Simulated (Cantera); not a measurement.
Feed: 1 mol TEOS, 0.2 mol N2O, 11 mol H2, 0.18 mol CO2, held at 625 K and 10000 Pa.

These are equilibrium values from Cantera (NASA tables, ideal gas, pure condensed phases), not measurements of a reactor. Candidate condensed phases: C, C6H6, C7H8, C8H18, H2O, Si, SiC, SiO2, Si2N2O, Si3N4; 151 gas species. The feed counts by its element totals alone. The numbers say what is thermodynamically allowed, not how fast it happens.

Base state: CH4 0.495, H2 0.320, H2O 0.163, N2 0.0140, CO2 0.00779, CO 0.000737, NH3 5.88e-5 (mole fractions); condensed: C(graphite) + SiO2(α-quartz).

Q: What changes in the equilibrium state with this change: temperature from 625 K to 1848 K?

A: 
```json
[
 {"species": "H2", "before": "0.320", "after": "0.813"},
 {"species": "CO", "before": "0.000737", "after": "0.176"},
 {"species": "N2", "before": "0.0140", "after": "0.00745"},
 {"species": "CH4", "before": "0.495", "after": "4.36e-5"},
 {"species": "H2O", "before": "0.163", "after": "3.23e-6"},
 {"species": "SiO", "before": "<1e-9", "after": "0.00112"},
 {"species": "H", "before": "<1e-9", "after": "0.00151"},
 {"species": "HCN", "before": "<1e-9", "after": "0.000600"},
 {"species": "C2H2 (acetylene)", "before": "<1e-9", "after": "0.000209"},
 {"species": "CO2", "before": "0.00779", "after": "1.74e-7"},
 {"species": "HNC", "before": "<1e-9", "after": "2.53e-5"},
 {"species": "C(graphite), mol", "before": "1.00", "after": "2.65"},
 {"species": "SiO2(α-quartz), mol", "before": "1.00", "after": "0"},
 {"species": "SiC(s), mol", "before": "0", "after": "0.971"}
]
```
